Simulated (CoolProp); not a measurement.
Values from CoolProp's reference Helmholtz-energy equation of state, Platzer 1990. This equation is an older, rougher fit; its heat capacities, sound speeds and derivatives of the liquid may be far off and weren't checked against measurements.

### Question
Give the vapour pressure (bar), vapour density (kg/m³) of saturated R114 at 284.5, 317.2 K.

### Answer
```csv
T (K),p (bar),vapour density (kg/m³)
284.5,1.35,10.2
317.2,3.80,27.5
```
